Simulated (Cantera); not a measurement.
Feed: 1 mol Cu, 2.5 mol F2, a varied amount of H2, equilibrated at 1523 K and 1000 Pa.

Method: chemical equilibrium by Gibbs-energy minimisation in Cantera with the NASA 1993 tables (ideal gas, pure condensed phases). Candidate condensed phases: Cu, CuF2; 15 gas species. Rates play no part.

**Question.** What share of the Cu ends up in condensed phases as a function of n(H2) (mol), at 0.62, 0.88, 1.2, 1.8, 2.5, 3.5, 5, 7.1, 10, 14, 20, 28, 40?

**Answer.** 
| n(H2) (mol) | Cu condensed (%) | as |
|---|---|---|
| 0.62 | 0.0 | - |
| 0.88 | 0.0 | - |
| 1.2 | 0.0 | - |
| 1.8 | 0.0 | - |
| 2.5 | 97.5 | Cu(l) |
| 3.5 | 99.1 | Cu(l) |
| 5 | 98.9 | Cu(l) |
| 7.1 | 98.7 | Cu(l) |
| 10 | 98.4 | Cu(l) |
| 14 | 97.9 | Cu(l) |
| 20 | 97.2 | Cu(l) |
| 28 | 96.2 | Cu(l) |
| 40 | 94.8 | Cu(l) |
